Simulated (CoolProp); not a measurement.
Properties of methane along the isobar 6.23 MPa (Tc = 190.6 K, pc = 4.599 MPa, ω = 0.011).

Model: reference Helmholtz-energy equation of state, Setzmann 1991, in CoolProp.

```
T (K)          phase  Joule-Thomson coefficient (K/MPa)  isothermal compressibility (1/MPa)
-----  -------------  ---------------------------------  ----------------------------------
97.3          liquid                            -0.4787                            0.001510
111.3         liquid                            -0.4410                                   …
125.3         liquid                            -0.3850                            0.002653
139.3         liquid                            -0.2995                            0.003743
153.3         liquid                            -0.1610                                   …
167.4         liquid                                  …                                   …
181.4         liquid                                  …                                   …
195.4  supercritical                              2.482                              0.1232
209.4  supercritical                              7.124                              0.3667
223.4  supercritical                              6.805                              0.2532
```

Problem. Some entries are withheld; supply them.

Solution. 
- 111.3, isothermal compressibility (1/MPa): 0.001969
- 153.3, isothermal compressibility (1/MPa): 0.005669
- 167.4, Joule-Thomson coefficient (K/MPa): 0.08706
- 167.4, isothermal compressibility (1/MPa): 0.009743
- 181.4, Joule-Thomson coefficient (K/MPa): 0.6137
- 181.4, isothermal compressibility (1/MPa): 0.02166
